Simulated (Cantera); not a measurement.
A perfectly stirred reactor is fed with 1.94 % CH₄, 0.777 % C₂H₆, 8.91 % O₂, 88.4 % N₂, equivalence ratio 0.74, at 66000 Pa; it is adiabatic with a 650 K inlet, and is followed from long to short residence time, starting on the burning branch (τ in s: 0.086, 0.042, 0.02, 0.01, 0.0049, 0.0024, 0.0012, 0.00057, 0.00028, 0.00014, 6.6e-05, 3.2e-05, 1.6e-05).

Cantera simulation using GRI-Mech 3.0 (53 species, 325 reactions); the numbers are that mechanism's predictions, not measurements.

**Question.** Predict: blow-out, bracketed by the residence times tried; x(CH₄) at τ = 86.0 ms; x(C₂H₆) at τ = 86.0 ms; x(O₂) at τ = 86.0 ms; x(NO₂) at τ = 86.0 ms; x(C₂H₂) at τ = 86.0 ms; x(CH₄) at τ = 1.20 ms; x(C₂H₆) at τ = 1.20 ms; x(O₂) at τ = 1.20 ms.

**Answer.** 
```json
{
  "blow_out_bracketed_by_the_residence_times_tried": "burning at 4.90 ms, out at 2.40 ms",
  "x(CH₄) at τ = 86.0 ms": "2.06e-5",
  "x(C₂H₆) at τ = 86.0 ms": "2.09e-6",
  "x(O₂) at τ = 86.0 ms": "0.0234",
  "x(NO₂) at τ = 86.0 ms": "2.79e-9",
  "x(C₂H₂) at τ = 86.0 ms": "7.17e-7",
  "x(CH₄) at τ = 1.20 ms": "0.0194",
  "x(C₂H₆) at τ = 1.20 ms": "0.00777",
  "x(O₂) at τ = 1.20 ms": "0.0891"
}
```
